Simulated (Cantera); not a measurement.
Charge: 1 mol MgO, 8.3 mol NF3, 30 mol H2, equilibrated at 7.40 Pa.

Method: chemical equilibrium by Gibbs-energy minimisation in Cantera with the NASA 1993 tables (ideal gas, pure condensed phases). Candidate condensed phases: H2O, Mg, MgF2, MgO, Mg(OH)2; 50 gas species. Mutual solubility and eutectic melting of coexisting phases are not modelled. Equilibrium is a limit: real reactors are often held back by kinetics, nucleation or transport.

x: gas mole fraction; n: condensed amount in mol.

| T (K) | x HF | x H2 | x N2 | x H | x H2O | x MgF2 | x Mg | n MgF2(s) | n MgO(s) |
|---|---|---|---|---|---|---|---|---|---|
| 1198 | 0.506 | 0.384 | 0.0907 | 1.37e-5 | 0.0192 | 0.000383 | 1.43e-8 | 0.862 | ? |
| 1273 | 0.524 | 0.377 | 0.0893 | 5.09e-5 | 0.00585 | 0.00357 | 8.37e-7 | 0.106 | 0.728 |
| 1348 | 0.520 | 0.376 | 0.0890 | 0.000165 | 0.00698 | 0.00696 | 9.07e-6 | 0 | 0.675 |
| 1423 | 0.514 | 0.376 | 0.0890 | 0.000474 | 0.0102 | 0.0100 | 6.13e-5 | 0 | ? |
| 1498 | 0.506 | 0.375 | 0.0890 | 0.00122 | 0.0143 | 0.0137 | 0.000339 | 0 | ? |
| 1573 | 0.497 | 0.372 | 0.0888 | 0.00288 | 0.0198 | 0.0176 | 0.00154 | 0 | ? |
| 1648 | 0.497 | 0.366 | 0.0883 | 0.00626 | 0.0213 | 0.0158 | 0.00418 | 0 | 0 |
| 1723 | 0.502 | 0.356 | 0.0877 | 0.0126 | 0.0211 | 0.0113 | 0.00799 | 0 | 0 |
| 1798 | 0.505 | 0.342 | 0.0868 | 0.0239 | 0.0208 | 0.00698 | 0.0119 | 0 | 0 |
| 1873 | 0.505 | 0.325 | 0.0857 | 0.0428 | 0.0204 | 0.00386 | 0.0149 | 0 | 0 |

Task: Fill in the missing entries.

Result: 
- 1198, n MgO(s): 0.121
- 1423, n MgO(s): 0.527
- 1498, n MgO(s): 0.334
- 1573, n MgO(s): 0.0742
